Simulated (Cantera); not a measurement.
## Premixed flame

A freely propagating, adiabatic, planar premixed flame of 40.1 % H2, 8.03 % O2, 30.2 % N2, 21.7 % H2O, unburnt at 625 K and 5030 Torr; mixture-averaged transport, grid criteria slope 0.08 and curve 0.16, no radiation.

Computed with Cantera and the H2/O2 subset of GRI-Mech 3.0, which has no nitrogen chemistry. The hydrogen kinetics of GRI-Mech 3.0 are dated; newer H2 mechanisms differ, most at raised pressure. Burning velocities carry a grid error of a few per cent, more on coarse grids.

```json
[
 {"z (mm)": "-0.159", "T (K)": "625", "u (m/s)": "2.61", "x H2": "0.401", "x O2": "0.0803", "x H2O": "0.217", "x H2O2": "1.00e-8", "x O": "<1e-8", "x HO2": "3.59e-8"},
 {"z (mm)": "-0.106", "T (K)": "627", "u (m/s)": "2.61", "x H2": "0.399", "x O2": "0.0805", "x H2O": "0.218", "x H2O2": "1.86e-7", "x O": "<1e-8", "x HO2": "6.61e-7"},
 {"z (mm)": "-0.0795", "T (K)": "633", "u (m/s)": "2.62", "x H2": "0.395", "x O2": "0.0810", "x H2O": "0.219", "x H2O2": "1.39e-6", "x O": "<1e-8", "x HO2": "4.94e-6"},
 {"z (mm)": "-0.0530", "T (K)": "659", "u (m/s)": "2.69", "x H2": "0.386", "x O2": "0.0818", "x H2O": "0.224", "x H2O2": "1.15e-5", "x O": "<1e-8", "x HO2": "4.17e-5"},
 {"z (mm)": "-0.0265", "T (K)": "832", "u (m/s)": "3.28", "x H2": "0.354", "x O2": "0.0786", "x H2O": "0.248", "x H2O2": "0.000153", "x O": "3.19e-6", "x HO2": "0.000698"},
 {"z (mm)": "-0.0132", "T (K)": "1083", "u (m/s)": "4.20", "x H2": "0.326", "x O2": "0.0648", "x H2O": "0.284", "x H2O2": "0.000241", "x O": "4.76e-5", "x HO2": "0.000913"},
 {"z (mm)": "0", "T (K)": "1355", "u (m/s)": "5.21", "x H2": "0.296", "x O2": "0.0422", "x H2O": "0.331", "x H2O2": "8.43e-5", "x O": "0.000173", "x HO2": "0.000456"},
 {"z (mm)": "0.0132", "T (K)": "1535", "u (m/s)": "5.89", "x H2": "0.273", "x O2": "0.0220", "x H2O": "0.370", "x H2O2": "1.08e-5", "x O": "0.000206", "x HO2": "0.000199"},
 {"z (mm)": "0.0265", "T (K)": "1630", "u (m/s)": "6.25", "x H2": "0.261", "x O2": "0.0101", "x H2O": "0.392", "x H2O2": "3.45e-6", "x O": "0.000138", "x HO2": "8.43e-5"},
 {"z (mm)": "0.0530", "T (K)": "1705", "u (m/s)": "6.53", "x H2": "0.253", "x O2": "0.00214", "x H2O": "0.407", "x H2O2": "1.03e-6", "x O": "4.53e-5", "x HO2": "1.66e-5"},
 {"z (mm)": "0.106", "T (K)": "1746", "u (m/s)": "6.68", "x H2": "0.253", "x O2": "0.000185", "x H2O": "0.411", "x H2O2": "2.32e-7", "x O": "1.20e-5", "x HO2": "1.38e-6"},
 {"z (mm)": "0.212", "T (K)": "1770", "u (m/s)": "6.76", "x H2": "0.254", "x O2": "9.80e-6", "x H2O": "0.413", "x H2O2": "6.02e-8", "x O": "3.40e-6", "x HO2": "8.39e-8"},
 {"z (mm)": "0.424", "T (K)": "1783", "u (m/s)": "6.81", "x H2": "0.255", "x O2": "1.09e-6", "x H2O": "0.413", "x H2O2": "1.66e-8", "x O": "8.71e-7", "x HO2": "1.14e-8"}
]
```
x: mole fraction of selected species; z is measured from the peak of heat release.

```yaml
laminar_burning_velocity: 261 cm/s
thermal_thickness: 0.0530 mm
peak x(H2O2): 0.000246
peak x(O): 0.000213
peak x(HO2): 0.000996
grid_points: 110
```
